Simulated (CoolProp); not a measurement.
Values from CoolProp's reference Helmholtz-energy equation of state, Lemmon 2006. It is a short technical equation, of lower accuracy than the large ones.

Q: For C3F8 (R218), give the phase and the cv (kJ/(kg K)), viscosity (µPa s) at 166.85 °C and 0.237 bar; 166.85 °C and 0.853 bar; 166.85 °C and 5.81 bar.

A: 
- 166.85 °C and 0.237 bar: gas; cv 0.928, viscosity 18.1
- 166.85 °C and 0.853 bar: gas; cv 0.928, viscosity 18.1
- 166.85 °C and 5.81 bar: gas; cv 0.931, viscosity 18.3

Viscosity comes from a separate model (Huber 2003), an estimate that may be off by 10 % or more.
